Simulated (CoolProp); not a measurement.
Saturation properties of dodecamethylcyclohexasiloxane (D6) (Tc = 372.6 °C, pc = 0.9614 MPa, ω = 0.736).

Computed with CoolProp (reference Helmholtz-energy equation of state, Colonna 2008). It is a short technical equation, of lower accuracy than the large ones.

```csv
T (°C),p (MPa),liquid density (kg/m³),vapour density (kg/m³),enthalpy of vaporisation (kJ/kg)
32.95,6.845e-6,959.5,0.001197,156.0
66.25,?,922.8,0.01447,146.4
99.55,0.0006803,885.6,?,137.5
132.85,0.003290,847.6,0.4363,?
166.15,0.01163,808.3,?,?
199.45,0.03256,767.0,3.838,111.9
232.75,0.07663,722.4,8.786,102.7
266.05,0.1584,672.7,18.21,92.24
299.35,0.2973,?,35.80,79.47
332.55,0.5199,538.1,70.54,62.13
```

Problem. Some entries are withheld; supply them.

Solution. 
- 66.25, p (MPa): 9.177e-5
- 99.55, vapour density (kg/m³): 0.09783
- 132.85, enthalpy of vaporisation (kJ/kg): 129.0
- 166.15, vapour density (kg/m³): 1.441
- 166.15, enthalpy of vaporisation (kJ/kg): 120.5
- 299.35, liquid density (kg/m³): 614.1

It boils at 245.0 °C under 1 atm.
